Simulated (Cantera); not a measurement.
Input: 1 mol MgSO4, 6.2 mol CO2, 0.02 mol H2, equilibrated at 1200 K and 1330 Pa.

Method: chemical equilibrium by Gibbs-energy minimisation in Cantera with the NASA 1993 tables (ideal gas, pure condensed phases). Candidate condensed phases: C, C6H6, C7H8, C8H18, H2O, H2SO4, Mg, MgCO3, MgO, Mg(OH)2, MgS, MgSO4, S; 130 gas species. The numbers say what is thermodynamically allowed, not how fast it happens.

Base state: CO2 0.805, SO2 0.129, O2 0.0631, H2O 0.00259, SO3 0.000961 (mole fractions); condensed: MgO(s).

**Question.** What changes in the equilibrium state with this change: pressure from 1330 Pa to 100000 Pa?

**Answer.** 
```
species          before    after
-------------  --------  -------
CO2               0.805    0.941
SO2               0.129   0.0375
O2               0.0631   0.0172
SO3            0.000961  0.00126
H2O             0.00259  0.00304
MgO(s), mol        1.00    0.255
MgSO4(s), mol         0    0.745
```
Mutual solubility and eutectic melting of coexisting phases are not modelled.

**Question.** What changes in the equilibrium state with this change: temperature from 1200 K to 1148 K?

**Answer.** 
```
species        before    after
-----------  --------  -------
CO2             0.805    0.805
SO2             0.129    0.128
O2             0.0631   0.0629
SO3          0.000961  0.00148
H2O           0.00259  0.00260
MgO(s), mol      1.00     1.00
```
